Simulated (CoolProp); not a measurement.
A simple Rankine cycle with dimethyl carbonate: condensing at 324.15 K, boiler at 2.93 MPa, turbine inlet 561.4 K, turbine efficiency 0.85, pump efficiency 0.6, no recuperator. Each further row changes one setting.

Computed with CoolProp (reference Helmholtz-energy equation of state, Zhou 2011).

```tsv
case	thermal efficiency (%)	net work (kJ/kg)	heat in (kJ/kg)	turbine exit temperature (K)	volume ratio over the turbine
as stated	22.9	165	720	434.0	?
turbine inlet 581.4 K	22.9	174	?	?	118
condensing temperature 316.15 K	24.0	176	?	426.6	?
boiler pressure 2.05 MPa	21.8	?	737	448.0	79.6
turbine efficiency 0.75	20.2	145	720	?	126
```

### Question
What belongs in the gaps?

### Answer

- as stated, volume ratio over the turbine: 122
- turbine inlet 581.4 K, heat in (kJ/kg): 761
- turbine inlet 581.4 K, turbine exit temperature (K): 454.5
- condensing temperature 316.15 K, heat in (kJ/kg): 735
- condensing temperature 316.15 K, volume ratio over the turbine: 170
- boiler pressure 2.05 MPa, net work (kJ/kg): 160
- turbine efficiency 0.75, turbine exit temperature (K): 446.9
